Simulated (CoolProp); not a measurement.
A simple Rankine cycle with benzene: condensing at 317.15 K, boiler at 1.15 MPa, turbine inlet 474.4 K, turbine efficiency 0.7, pump efficiency 0.6, no recuperator. Each further row changes one setting.

Model: reference Helmholtz-energy equation of state, Thol 2012, in CoolProp.

```json
[
 {"case": "as stated", "thermal efficiency (%)": "17.0", "net work (kJ/kg)": "105", "heat in (kJ/kg)": "616", "turbine exit temperature (K)": "388.7", "volume ratio over the turbine": "39.0"},
 {"case": "turbine inlet 494.4 K", "thermal efficiency (%)": "17.0", "net work (kJ/kg)": "111", "heat in (kJ/kg)": "654", "turbine exit temperature (K)": "410.4", "volume ratio over the turbine": "38.4"},
 {"case": "condensing temperature 309.15 K", "thermal efficiency (%)": "18.0", "net work (kJ/kg)": "113", "heat in (kJ/kg)": "630", "turbine exit temperature (K)": "382.5", "volume ratio over the turbine": "53.4"},
 {"case": "boiler pressure 0.805 MPa", "thermal efficiency (%)": "15.8", "net work (kJ/kg)": "98.8", "heat in (kJ/kg)": "626", "turbine exit temperature (K)": "400.1", "volume ratio over the turbine": "26.4"},
 {"case": "turbine efficiency 0.6", "thermal efficiency (%)": "14.5", "net work (kJ/kg)": "89.6", "heat in (kJ/kg)": "616", "turbine exit temperature (K)": "399.4", "volume ratio over the turbine": "40.1"}
]
```
